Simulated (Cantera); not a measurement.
A freely propagating, adiabatic, planar premixed flame of H2 : O2 : N2 = 1 : 0.532 : 2 (molar parts), equivalence ratio 0.94, unburnt at 723 K and 97.5 Torr; mixture-averaged transport, grid criteria slope 0.08 and curve 0.16, no radiation.

Computed with Cantera and the H2/O2 subset of GRI-Mech 3.0, which has no nitrogen chemistry. Burning velocities carry a grid error of a few per cent, more on coarse grids.

Problem. How do the results move with these cheaper or finer settings: unity-Lewis-number transport; multicomponent transport; multicomponent+Soret transport; grid criteria slope 0.5, curve 1; grid criteria slope 0.25, curve 0.5; grid criteria slope 0.03, curve 0.06?

Solution. 
```json
[
 {"setting": "as above", "laminar burning velocity": "874 cm/s", "thermal thickness": "7.75 mm", "peak x(HO2)": "3.15e-5", "peak x(OH)": "0.0215", "grid points": "130"},
 {"setting": "unity-Lewis-number transport", "laminar burning velocity": "545 cm/s", "thermal thickness": "5.44 mm", "peak x(HO2)": "3.00e-5", "peak x(OH)": "0.0212", "grid points": "132"},
 {"setting": "multicomponent transport", "laminar burning velocity": "859 cm/s", "thermal thickness": "7.70 mm", "peak x(HO2)": "3.15e-5", "peak x(OH)": "0.0214", "grid points": "130"},
 {"setting": "multicomponent+Soret transport", "laminar burning velocity": "835 cm/s", "thermal thickness": "7.66 mm", "peak x(HO2)": "3.15e-5", "peak x(OH)": "0.0214", "grid points": "130"},
 {"setting": "grid criteria slope 0.5, curve 1", "laminar burning velocity": "1430 cm/s", "thermal thickness": "15.0 mm", "peak x(HO2)": "2.94e-5", "peak x(OH)": "0.0215", "grid points": "46"},
 {"setting": "grid criteria slope 0.25, curve 0.5", "laminar burning velocity": "1060 cm/s", "thermal thickness": "9.80 mm", "peak x(HO2)": "3.11e-5", "peak x(OH)": "0.0217", "grid points": "66"},
 {"setting": "grid criteria slope 0.03, curve 0.06", "laminar burning velocity": "824 cm/s", "thermal thickness": "7.26 mm", "peak x(HO2)": "3.16e-5", "peak x(OH)": "0.0214", "grid points": "264"}
]
```
Unity Lewis numbers drop preferential diffusion, which matters most where H2 and H carry the flame; Soret adds thermal diffusion.
